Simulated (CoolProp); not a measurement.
Vapour pressure (MPa) of dodecamethylpentasiloxane (MD3M): the reference equation beside estimates from Tc = 628.0 K, pc = 0.9540 MPa, ω = 0.730. Clausius-Clapeyron is anchored at 520.7 K with a constant enthalpy of vaporisation of 39.82 kJ/mol.

The numbers come from the reference Helmholtz-energy equation of state, Thol 2019 in CoolProp.

```tsv
T (K)	reference	Lee-Kesler	Clausius-Clapeyron	van der Waals	Redlich-Kwong	Soave-Redlich-Kwong	Peng-Robinson
500.6	0.09580	0.09509	0.1034	0.3597	0.2287	0.09675	0.09745
504.6	0.1051	0.1043	0.1115	0.3732	0.2420	0.1062	0.1068
508.6	0.1150	0.1141	0.1202	0.3870	0.2558	0.1163	0.1168
512.6	0.1257	0.1247	0.1294	0.4011	0.2702	0.1272	0.1276
516.7	0.1374	0.1363	0.1393	0.4159	0.2855	0.1392	0.1394
520.7	0.1496	0.1484	0.1496	…	0.3010	0.1517	0.1518
524.7	0.1626	0.1613	0.1605	0.4457	0.3170	0.1650	0.1650
528.8	0.1769	0.1755	0.1722	0.4615	0.3340	0.1797	0.1794
532.8	0.1918	0.1903	0.1843	0.4773	0.3512	0.1949	0.1945
536.8	0.2076	…	0.1971	0.4934	0.3690	0.2111	0.2105
540.8	…	0.2226	0.2105	0.5098	0.3874	0.2283	0.2275
544.9	0.2427	0.2408	0.2251	0.5269	0.4069	0.2471	0.2460
548.9	0.2616	0.2597	0.2399	0.5440	0.4265	0.2665	0.2652
552.9	0.2817	0.2797	0.2556	0.5615	0.4468	0.2872	0.2856
557	0.3035	0.3014	0.2724	0.5797	0.4682	…	0.3077
```

Q: Some entries are withheld; supply them.

A: 
- 520.7, van der Waals: 0.4306
- 536.8, Lee-Kesler: 0.2060
- 540.8, reference: 0.2244
- 557, Soave-Redlich-Kwong: 0.3095

Absolute difference from the reference over all 15 rows, mean and median: Lee-Kesler 0.8 and 0.8 %, Clausius-Clapeyron 5.1 and 5.1 %, van der Waals 169.4 and 160.9 %, Redlich-Kwong 91.7 and 88.8 %, Soave-Redlich-Kwong 1.5 and 1.6 %, Peng-Robinson 1.5 and 1.4 %.
